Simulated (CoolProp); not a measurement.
Neopentane at several states: density (kg/m³) from the reference equation and from simpler models built on Tc = 433.7 K, pc = 3.196 MPa, ω = 0.196; each cubic takes its own stable root.

Model: reference Helmholtz-energy equation of state, Lemmon 2006, in CoolProp. It is a short technical equation, of lower accuracy than the large ones.

```csv
T (K),p (MPa),phase,reference
431.5,0.646,gas,14.01
298.2,0.011,gas,0.3213
290.9,0.283,liquid,592.6
369.5,0.642,gas,17.26
277.1,0.0309,gas,0.9814
```

Task: How far does each simpler model (van der Waals, Redlich-Kwong) lie from the reference over these 5 states: mean and median of the absolute difference, and the worst?

Result: 
- van der Waals: mean 20.7 %, median 0.9 %, worst -98.5 % at 290.9 K and 0.283 MPa
- Redlich-Kwong: mean 1.8 %, median 0.3 %, worst -7.9 % at 290.9 K and 0.283 MPa

At some of these states van der Waals gives the other phase, because its saturation line lies elsewhere.
